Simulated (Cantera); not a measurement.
Charge: 1 mol Si, 0.19 mol CO2, 58 mol H2, held at 1902 °C.

Cantera equilibrium calculation (NASA polynomials, part measured and part estimated; ideal gas, pure solids and liquids). Candidate condensed phases: C, C6H6, C7H8, C8H18, H2O, Si, SiC, SiO2; 123 gas species. Mutual solubility and eutectic melting of coexisting phases are not modelled. Gases not in the tables: Si2H6 and higher silanes. Rates play no part.

Q: At 4600 Pa, list the 7 most abundant gas species with their mole fractions, and the condensed phases.

A: H2 0.964, H 0.0223, Si 0.00627, SiO 0.00369, CO 0.00270, SiH 0.000614, Si2C 0.000337. Condensed: Si(l) + SiC(s).
